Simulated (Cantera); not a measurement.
Input: 1 mol CaO, 2.9 mol Cl2, 0.49 mol H2, equilibrated at 1000 °C and 0.100 bar.

Cantera equilibrium calculation (NASA polynomials, part measured and part estimated; ideal gas, pure solids and liquids). Condensed phases not in the tables: oxide chlorides. The numbers say what is thermodynamically allowed, not how fast it happens.

```tsv
species	before	after
HCl	0.331	0.794
H2O	0.00221	0.136
O2	0.170	0.0431
Cl2	0.475	0.0224
Cl	0.0211	0.00459
CaCl2	0.000338	0.000338
ClO	9.49e-5	1.04e-5
OH	1.91e-6	1.06e-5
HOCl	1.08e-5	1.31e-5
CaCl2(l), mol	0.999	0.998
```
Gas species are given as mole fractions.

Problem. What was changed between the two runs?
A) temperature from 1000 °C to 1550 °C
B) H2 from 0.49 to 2.4 mol
C) Cl2 from 2.9 to 24 mol
D) pressure from 0.100 bar to 69.0 Pa

Solution. B, H2 from 0.49 to 2.4 mol
